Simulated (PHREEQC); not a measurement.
AlCl3 is added in steps, without added water, to 1 kg of water holding 0.0011 mol H2SO4, 0.14 mol K2SO4 and 0.0037 mol CuSO4, at 25 °C. Oxygen is held at 0.21 atm. CO2 from the air is kept out. Only these solids could form: Al(OH)3(a), Tenorite, Brochantite, Antlerite, Atacamite, Basaluminite, Chalcanthite, AlumK.

Base run: PHREEQC, ion-association model, wateq4f.dat. Each further column changes one thing. The table gives pH.

```csv
AlCl3 added (mol),base,database phreeqc.dat,Davies equation for every ion,Debye-Hückel limiting law
0,3.33,3.31,3.36,3.20
0.0525,3.16,3.14,3.19,3.19
0.105,3.01,2.99,3.05,3.23
0.1313,2.96,2.94,2.99,3.25
0.1837,2.89,2.87,2.89,3.31
0.2362,2.85,2.82,2.80,3.36
0.2888,2.81,2.79,2.71,3.41
0.315,2.80,2.78,2.67,3.44
0.3675,2.78,2.76,2.58,3.49
0.42,2.76,2.74,2.49,3.54
```

The ionic strength passes 0.7 mol/kgw, the rough limit of the ion-association models, in part of: base; database phreeqc.dat; Davies equation for every ion; Debye-Hückel limiting law. phreeqc.dat and wateq4f.dat share most of their constants, so their agreement is no independent check. Solids allowed in the column 'database phreeqc.dat': Al(OH)3(a), Sylvite.
